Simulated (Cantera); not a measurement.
A jet of CH4 : O2 : N2 = 0.084 : 0.055 : 0.79 (molar parts) at 300 K and 0.140 bar hits a platinum plate 2.7 cm away at a mass flux of 0.053 kg/m²/s; the plate temperature is set and raised in steps from an oxygen-covered start.

Model: Deutschmann's 1995 Pt surface mechanism with GRI-Mech 3.0 gas chemistry, integrated in Cantera. Catalytic surfaces can have several steady states; this one follows from the mechanism file's or the stated starting coverage.

One state of this run: wall x CH4 = 0.00496; wall x O2 = 0.00113; wall x H2O = 0.0194; wall x OH = <1e-8; wall x CO = 0.0855; wall x CO2 = 0.00234; θ free Pt = 0.948; θ H* = 0.00310; θ CO* = 0.0281; θ C* = 0.0207. x: mole fraction at the wall; θ: surface coverage.

**Question.** Which value of plate T (K) does it belong to?
(A) 1100
(B) 1150
(C) 1050
(D) 1250

**Answer.** D, 1250
